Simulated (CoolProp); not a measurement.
A simple Rankine cycle with water: condensing at 296.15 K, boiler at 1.03 MPa, turbine inlet 469.1 K, turbine efficiency 0.8, pump efficiency 0.7, no recuperator. Each further row changes one setting.

The numbers come from the reference Helmholtz-energy equation of state, Wagner 2002 in CoolProp.

```csv
case,thermal efficiency (%),net work (kJ/kg),heat in (kJ/kg),turbine exit temperature (K),volume ratio over the turbine
as stated,[?],[?],2720,296.2,205
turbine inlet 489.1 K,25.0,692,2770,296.2,198
condensing temperature 288.15 K,26.1,[?],2750,288.1,325
boiler pressure 0.721 MPa,23.6,646,2740,296.2,144
turbine efficiency 0.7,[?],[?],2720,296.2,[?]
```

Fill in the missing entries.


- as stated, thermal efficiency (%): 24.9
- as stated, net work (kJ/kg): 678
- condensing temperature 288.15 K, net work (kJ/kg): 718
- turbine efficiency 0.7, thermal efficiency (%): 21.8
- turbine efficiency 0.7, net work (kJ/kg): 593
- turbine efficiency 0.7, volume ratio over the turbine: 214

The expansion ends wet for: as stated; turbine inlet 489.1 K; condensing temperature 288.15 K; boiler pressure 0.721 MPa; turbine efficiency 0.7.
